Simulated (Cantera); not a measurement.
# Silicon nitride deposition: SiH4 + NH3 + N2

A closed system holds: 1 mol SiH4, 0.15 mol NH3, 13 mol N2, at 1848 K and 13.3 mbar.

Method: chemical equilibrium by Gibbs-energy minimisation in Cantera with the NASA 1993 tables (ideal gas, pure condensed phases). Candidate condensed phases: Si, Si3N4; 18 gas species. The tables' values for SiN are old estimates; treat these amounts as uncertain. Rates play no part.

```
Item            Value
----------  ---------
x(N2)           0.853
x(H2)           0.144
x(H)          0.00174
x(Si)        0.000471
x(Si2N)       2.96e-5
x(SiH)        2.06e-5
x(SiN)        1.94e-5
x(SiH2)       6.00e-6
x(Si2)        3.27e-6
n(Si(l))    0.991 mol
gas amount  15.32 mol
```
